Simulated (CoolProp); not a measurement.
Aqueous potassium carbonate as a coolant, 20 % by mass, freezing at -8.8 °C, 1 atm.

Values from CoolProp's Melinder's fits for secondary coolants.

```json
[
 {"T (°C)": "-3.8", "cp (kJ/(kg K))": "3.272", "viscosity (mPa s)": "3.13", "density (kg/m³)": "1199", "Prandtl number": "18.9"},
 {"T (°C)": "1.1", "cp (kJ/(kg K))": "3.280", "viscosity (mPa s)": "2.71", "density (kg/m³)": "1198", "Prandtl number": "16.2"},
 {"T (°C)": "5.9", "cp (kJ/(kg K))": "3.287", "viscosity (mPa s)": "2.38", "density (kg/m³)": "1196", "Prandtl number": "14.1"},
 {"T (°C)": "10.8", "cp (kJ/(kg K))": "3.295", "viscosity (mPa s)": "2.10", "density (kg/m³)": "1194", "Prandtl number": "12.3"},
 {"T (°C)": "15.7", "cp (kJ/(kg K))": "3.302", "viscosity (mPa s)": "1.88", "density (kg/m³)": "1192", "Prandtl number": "10.9"},
 {"T (°C)": "20.5", "cp (kJ/(kg K))": "3.310", "viscosity (mPa s)": "1.70", "density (kg/m³)": "1190", "Prandtl number": "9.69"},
 {"T (°C)": "25.4", "cp (kJ/(kg K))": "3.317", "viscosity (mPa s)": "1.54", "density (kg/m³)": "1188", "Prandtl number": "8.67"},
 {"T (°C)": "30.3", "cp (kJ/(kg K))": "3.324", "viscosity (mPa s)": "1.40", "density (kg/m³)": "1185", "Prandtl number": "7.79"},
 {"T (°C)": "35.2", "cp (kJ/(kg K))": "3.330", "viscosity (mPa s)": "1.27", "density (kg/m³)": "1183", "Prandtl number": "7.01"}
]
```
